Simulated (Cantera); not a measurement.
Feed: 1 mol Si2Cl6, 0.62 mol HCl, 88 mol H2, at 0.180 bar.

Cantera equilibrium calculation (NASA polynomials, part measured and part estimated; ideal gas, pure solids and liquids). Candidate condensed phases: Si; 19 gas species. The feed counts by its element totals alone. Rates play no part.

What share of the Si ends up in condensed phases as a function of T (°C), at 675, 725, 775, 825, 875, 925, 975, 1025, 1075, 1125?


| T (°C) | Si condensed (%) | as |
|---|---|---|
| 675 | 15.1 | Si(s) |
| 725 | 19.3 | Si(s) |
| 775 | 24.5 | Si(s) |
| 825 | 30.6 | Si(s) |
| 875 | 37.0 | Si(s) |
| 925 | 43.2 | Si(s) |
| 975 | 48.3 | Si(s) |
| 1025 | 51.8 | Si(s) |
| 1075 | 53.9 | Si(s) |
| 1125 | 54.7 | Si(s) |
